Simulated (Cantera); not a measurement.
# Ignition delay

Mixture: 10.4 % CH4, 18.8 % O2, 70.8 % N2, equivalence ratio 1.1, at 3.36 atm, adiabatic and at constant volume. Ignition delay is the time to a rise of 400 K.

Cantera simulation using GRI-Mech 3.0 (53 species, 325 reactions); the numbers are that mechanism's predictions, not measurements.

```csv
T0 (K),delay (ms)
1250,7.70
1300,4.13
1350,2.27
1400,1.29
1450,0.748
1500,0.445
1550,0.273
1600,0.172
1650,0.111
1700,0.0745
```

* **apparent activation energy between 1600 and 1700 K**: 190 kJ/mol
